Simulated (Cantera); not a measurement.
## Premixed flame

A freely propagating, adiabatic, planar premixed flame of CO : H2 : O2 : N2 = 1 : 0.92 : 0.873 : 3.28 (molar parts), unburnt at 475 K and 4.93 atm; mixture-averaged transport, grid criteria slope 0.08 and curve 0.16, no radiation.

Detailed kinetics in Cantera: GRI-Mech 3.0 (53 species, 325 reactions). The hydrogen kinetics of GRI-Mech 3.0 are dated; newer H2 mechanisms differ, most at raised pressure. Burning velocities carry a grid error of a few per cent, more on coarse grids.

```json
[
 {"z (mm)": "-0.217", "T (K)": "475", "u (m/s)": "2.11", "x CO": "0.165", "x H2": "0.151", "x O2": "0.144", "x NO": "<1e-8", "x HO2": "<1e-8", "x H2O2": "<1e-8"},
 {"z (mm)": "-0.145", "T (K)": "475", "u (m/s)": "2.11", "x CO": "0.165", "x H2": "0.151", "x O2": "0.144", "x NO": "<1e-8", "x HO2": "1.71e-8", "x H2O2": "<1e-8"},
 {"z (mm)": "-0.109", "T (K)": "475", "u (m/s)": "2.11", "x CO": "0.165", "x H2": "0.150", "x O2": "0.144", "x NO": "<1e-8", "x HO2": "1.73e-7", "x H2O2": "3.31e-8"},
 {"z (mm)": "-0.0724", "T (K)": "477", "u (m/s)": "2.11", "x CO": "0.166", "x H2": "0.146", "x O2": "0.145", "x NO": "<1e-8", "x HO2": "2.31e-6", "x H2O2": "4.46e-7"},
 {"z (mm)": "-0.0362", "T (K)": "525", "u (m/s)": "2.27", "x CO": "0.169", "x H2": "0.125", "x O2": "0.147", "x NO": "1.33e-8", "x HO2": "0.000191", "x H2O2": "3.11e-5"},
 {"z (mm)": "-0.0181", "T (K)": "804", "u (m/s)": "3.40", "x CO": "0.167", "x H2": "0.0926", "x O2": "0.138", "x NO": "3.08e-7", "x HO2": "0.000782", "x H2O2": "0.000119"},
 {"z (mm)": "0", "T (K)": "1300", "u (m/s)": "5.39", "x CO": "0.151", "x H2": "0.0511", "x O2": "0.104", "x NO": "2.26e-6", "x HO2": "0.000318", "x H2O2": "3.31e-5"},
 {"z (mm)": "0.0181", "T (K)": "1650", "u (m/s)": "6.75", "x CO": "0.125", "x H2": "0.0235", "x O2": "0.0653", "x NO": "7.43e-6", "x HO2": "0.000135", "x H2O2": "4.07e-6"},
 {"z (mm)": "0.0362", "T (K)": "1848", "u (m/s)": "7.47", "x CO": "0.103", "x H2": "0.0154", "x O2": "0.0447", "x NO": "1.40e-5", "x HO2": "6.98e-5", "x H2O2": "2.05e-6"},
 {"z (mm)": "0.0724", "T (K)": "2052", "u (m/s)": "8.16", "x CO": "0.0785", "x H2": "0.0138", "x O2": "0.0304", "x NO": "2.53e-5", "x HO2": "3.29e-5", "x H2O2": "1.07e-6"},
 {"z (mm)": "0.145", "T (K)": "2226", "u (m/s)": "8.74", "x CO": "0.0635", "x H2": "0.0125", "x O2": "0.0220", "x NO": "4.13e-5", "x HO2": "1.59e-5", "x H2O2": "6.38e-7"},
 {"z (mm)": "0.290", "T (K)": "2360", "u (m/s)": "9.18", "x CO": "0.0544", "x H2": "0.0101", "x O2": "0.0162", "x NO": "6.47e-5", "x HO2": "8.06e-6", "x H2O2": "4.31e-7"},
 {"z (mm)": "0.579", "T (K)": "2453", "u (m/s)": "9.48", "x CO": "0.0469", "x H2": "0.00823", "x O2": "0.0117", "x NO": "0.000102", "x HO2": "4.58e-6", "x H2O2": "3.22e-7"}
]
```
x: mole fraction of selected species; z is measured from the peak of heat release.

```json
{
  "laminar_burning_velocity": "211 cm/s",
  "thermal_thickness": "0.0724 mm",
  "peak x(HO2)": "0.000811",
  "peak x(H2O2)": "0.000120",
  "grid_points": "118"
}
```
